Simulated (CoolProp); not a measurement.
Properties of R236FA along the isotherm 248.1 K.

Values from CoolProp's reference Helmholtz-energy equation of state, Pan 2012.

| p (MPa) | phase | density (kg/m³) | cp (kJ/(kg K)) | expansivity (1/kK) | Prandtl number |
|---|---|---|---|---|---|
| 3.99 | liquid | 1527 | 1.163 | 1.852 | 7.87 |
| 7.98 | liquid | 1537 | 1.157 | [?] | 8.16 |
| 12 | liquid | 1546 | 1.152 | 1.709 | 8.47 |
| 16 | liquid | [?] | 1.147 | 1.649 | 8.80 |
| 19.9 | liquid | 1562 | 1.143 | 1.597 | 9.14 |
| 23.9 | liquid | 1570 | [?] | 1.548 | 9.52 |
| 27.9 | liquid | 1578 | 1.137 | 1.504 | 9.92 |
| 31.9 | liquid | [?] | [?] | 1.464 | [?] |

Complete the blanks.


- 7.98, expansivity (1/kK): 1.776
- 16, density (kg/m³): 1555
- 23.9, cp (kJ/(kg K)): 1.140
- 31.9, density (kg/m³): 1585
- 31.9, cp (kJ/(kg K)): 1.134
- 31.9, Prandtl number: 10.4

Viscosity comes from a separate model (Huber 2003), an estimate that may be off by 10 % or more. Thermal conductivity comes from a separate model (Huber 2003), an estimate that may be off by 10 % or more.
